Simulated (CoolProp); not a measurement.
Methanol at 293.15 K and 0.0102 MPa flows at 0.51 m/s in a round tube of 20 mm bore and 0.25 µm roughness, fully developed (64/Re and Nu = 3.66 if laminar; Colebrook and Gnielinski if turbulent). Each further row changes one setting.

Model: reference Helmholtz-energy equation of state, de Reuck 1993, in CoolProp.

| case | Reynolds number | Darcy friction factor | pressure drop (Pa/m) | heat-transfer coefficient (W/(m² K)) | mass flow (kg/h) |
|---|---|---|---|---|---|
| as stated | 146 | ? | ? | 2.69 | 0.0784 |
| velocity 1.02 m/s | 293 | 0.219 | ? | 2.69 | ? |
| diameter 40 mm | 293 | 0.219 | 0.0966 | ? | 0.314 |

### Question
What belongs in the gaps?

### Answer

- as stated, Darcy friction factor: 0.437
- as stated, pressure drop (Pa/m): 0.386
- velocity 1.02 m/s, pressure drop (Pa/m): 0.773
- velocity 1.02 m/s, mass flow (kg/h): 0.157
- diameter 40 mm, heat-transfer coefficient (W/(m² K)): 1.34

Viscosity comes from a separate model (Xiang 2006). Thermal conductivity comes from a separate model (Sykioti 2013).
